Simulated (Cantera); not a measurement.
A freely propagating, adiabatic, planar premixed flame of H2 : O2 : N2 = 1 : 0.227 : 0.955 (molar parts), equivalence ratio 2.2, unburnt at 350 K and 0.227 atm; mixture-averaged transport, grid criteria slope 0.08 and curve 0.16, no radiation.

Model: the H2/O2 subset of GRI-Mech 3.0, which has no nitrogen chemistry, integrated in Cantera. Burning velocities carry a grid error of a few per cent, more on coarse grids.

### Question
Predict: laminar burning velocity; thermal thickness; peak x(HO2); peak x(OH); peak x(H); peak x(O).

### Answer
```
Item                        Result
------------------------  --------
laminar burning velocity  290 cm/s
thermal thickness          2.58 mm
peak x(HO2)               0.000153
peak x(OH)                 0.00197
peak x(H)                   0.0878
peak x(O)                  0.00269
```
